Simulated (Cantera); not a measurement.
**Gas activation for diamond growth**

A perfectly stirred reactor is fed with CH4 : H2 : H = 0.042 : 1 : 0.023 (molar parts), at 38.3 Torr; it is held at 2373 K, and followed from long to short residence time.

Cantera simulation using GRI-Mech 3.0 (53 species, 325 reactions); the numbers are that mechanism's predictions, not measurements. GRI-Mech 3.0 stops at C3 and has no aromatics, soot or wall deposition, so with more carbon than oxygen in the feed, carbon stays in small species such as C2H2 where larger ones or solid carbon would form.

| τ (s) | x CH4 | x H2 | x H | x CH3 | x C2H |
|---|---|---|---|---|---|
| 8.3 | 2.86e-5 | 0.922 | 0.0594 | 3.39e-5 | 6.42e-5 |
| 2.8 | 4.61e-5 | 0.923 | 0.0586 | 5.37e-5 | 6.33e-5 |
| 0.95 | 8.21e-5 | 0.925 | 0.0566 | 9.22e-5 | 6.09e-5 |
| 0.32 | 0.000165 | 0.929 | 0.0520 | 0.000170 | 5.56e-5 |
| 0.11 | 0.000377 | 0.936 | 0.0446 | 0.000330 | 4.70e-5 |
| 0.037 | 0.000942 | 0.944 | 0.0363 | 0.000664 | 3.72e-5 |
| 0.012 | 0.00236 | 0.950 | 0.0293 | 0.00134 | 2.83e-5 |
| 0.0042 | 0.00518 | 0.953 | 0.0245 | 0.00244 | 2.10e-5 |
| 0.0014 | 0.0105 | 0.953 | 0.0209 | 0.00419 | 1.38e-5 |
| 0.00048 | 0.0177 | 0.950 | 0.0183 | 0.00618 | 7.40e-6 |
| 0.00016 | 0.0248 | 0.948 | 0.0163 | 0.00760 | 2.77e-6 |
x: mole fraction; the columns are a selection and need not sum to one.
